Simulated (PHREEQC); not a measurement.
Make-up at 25 °C: 0.29 mol Na3PO4 and 0.27 mol KCl per kg of water. Closed to the air; pH follows from the charge balance.

Equilibrium calculation in PHREEQC: ion-association model, phreeqc.dat.

Each row changes one thing in this solution. Precipitation was switched off in this run.

| case | pH | ionic strength (mol/kgw) | SI of Sylvite (KCl) |
|---|---|---|---|
| as made | 12.12 | 1.95 | -2.52 |
| Na3PO4 from 0.29 to 0.319 mol/kgw | 12.14 | 2.12 | -2.52 |
| Na3PO4 left out | 6.97 | 0.270 | -2.36 |
| diluted 10-fold with water | 11.88 | 0.178 | -4.32 |
| diluted 100-fold with water | 11.33 | 0.0151 | -6.15 |
| diluted 5-fold with water | 11.96 | 0.371 | -3.79 |

The ionic strength passes 0.7 mol/kgw, the rough limit of the ion-association models, in as made; Na3PO4 from 0.29 to 0.319 mol/kgw.
